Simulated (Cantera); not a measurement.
A freely propagating, adiabatic, planar premixed flame of H2 : O2 : N2 = 1 : 0.185 : 0.696 (molar parts), unburnt at 550 K and 0.133 bar; mixture-averaged transport, grid criteria slope 0.08 and curve 0.16, no radiation.

Model: the H2/O2 subset of GRI-Mech 3.0, which has no nitrogen chemistry, integrated in Cantera. Burning velocities carry a grid error of a few per cent, more on coarse grids.

Predict: laminar burning velocity; thermal thickness; peak x(OH); peak x(O); peak x(HO2); peak x(H2O2).


- laminar burning velocity: 546 cm/s
- thermal thickness: 6.31 mm
- peak x(OH): 0.00188
- peak x(O): 0.00265
- peak x(HO2): 4.47e-5
- peak x(H2O2): 8.43e-7
